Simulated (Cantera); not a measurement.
Cantera run, input and output.

```python
import numpy as np
import cantera as ct

gas = ct.Solution("gri30.yaml")
gas.TPX = 623, 101325, {'CH4': 1, 'CO': 0.43, 'O2': 1.85, 'N2': 6.94}
inlet = ct.Reservoir(gas, clone=True)
gas.equilibrate("HP")  # start burning
reactor = ct.IdealGasConstPressureReactor(gas, energy="on", clone=False)
exhaust = ct.Reservoir(gas, clone=True)
tau = [0.021, 0.0091, 0.0041, 0.0018, 0.0008, 0.00036, 0.00016, 7e-05, 3.1e-05, 1.4e-05, 6.1e-06][0]
for a, b in ((inlet, reactor), (reactor, exhaust)):
    ct.MassFlowController(a, b, mdot=lambda t: reactor.mass / tau)
net = ct.ReactorNet([reactor])
show = ['CH4', 'CO', 'O2', 'HO2', 'NO', 'CO2', 'H']

rows = []
print(f"{'tau/s':>10s}{'T/K':>9s}" + "".join(f"{s:>11s}" for s in show))
for tau in [0.021, 0.0091, 0.0041, 0.0018, 0.0008, 0.00036, 0.00016, 7e-05, 3.1e-05, 1.4e-05, 6.1e-06]:
    net.initial_time = 0.0
    net.advance(30 * tau)
    before = gas.X
    net.advance(40 * tau)
    drift = np.max(np.abs(gas.X - before) / (gas.X + 1e-9))
    rows.append([gas.T, *gas[show].X, drift])
    print(f"{tau:10.3e}{gas.T:9.1f}" + "".join(f"{x:11.3e}" for x in gas[show].X))
```

Result:

```
     tau/s      T/K        CH4         CO         O2        HO2         NO        CO2          H
 2.100e-02   2344.5  9.353e-06  5.569e-02  1.888e-03  4.796e-07  8.100e-04  8.127e-02  3.200e-03
 9.100e-03   2320.0  1.645e-05  5.670e-02  2.750e-03  6.976e-07  6.984e-04  7.998e-02  4.106e-03
 4.100e-03   2286.3  2.808e-05  5.806e-02  3.969e-03  1.016e-06  5.671e-04  7.823e-02  5.384e-03
 1.800e-03   2240.4  5.005e-05  5.987e-02  5.665e-03  1.498e-06  4.213e-04  7.589e-02  7.202e-03
 8.000e-04   2186.0  9.269e-05  6.197e-02  7.743e-03  2.187e-06  2.924e-04  7.314e-02  9.456e-03
 3.600e-04   2126.8  1.812e-04  6.444e-02  1.022e-02  3.188e-06  1.954e-04  6.992e-02  1.185e-02
 1.600e-04   2064.0  3.909e-04  6.799e-02  1.356e-02  4.904e-06  1.266e-04  6.544e-02  1.378e-02
 7.000e-05   1990.6  1.014e-03  7.491e-02  1.970e-02  9.406e-06  7.562e-05  5.699e-02  1.376e-02
 3.100e-05    623.0  9.785e-02  4.207e-02  1.810e-01  2.528e-17 -1.321e-18 -1.207e-15  7.791e-19
 1.400e-05    623.0  9.785e-02  4.207e-02  1.810e-01  9.927e-18  2.238e-20  1.162e-16  4.070e-19
 6.100e-06    623.0  9.785e-02  4.207e-02  1.810e-01  3.426e-18  7.476e-23  4.002e-17  1.708e-19
```

Model: GRI-Mech 3.0 (53 species, 325 reactions), integrated in Cantera.
